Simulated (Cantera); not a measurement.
Mixture: H2 : O2 : N2 = 1 : 0.385 : 2.5 (molar parts), equivalence ratio 1.3, at 0.622 atm, adiabatic and at constant volume. Ignition delay is the time to a rise of 400 K.

Cantera simulation using GRI-Mech 3.0 (53 species, 325 reactions); the numbers are that mechanism's predictions, not measurements. Below about 950 K walls govern HO2 and H2O2 in real vessels. Where the delays flatten at high temperature, the 400 K rule measures the pace of heat release, not the induction time.

Question: Predict: delay at 850 K; delay at 1000 K; delay at 1150 K; delay at 1300 K; delay at 1450 K.

Answer: 
```json
{
  "delay at 850 K": "1.90 s",
  "delay at 1000 K": "0.458 ms",
  "delay at 1150 K": "0.135 ms",
  "delay at 1300 K": "69.1 µs",
  "delay at 1450 K": "48.4 µs"
}
```
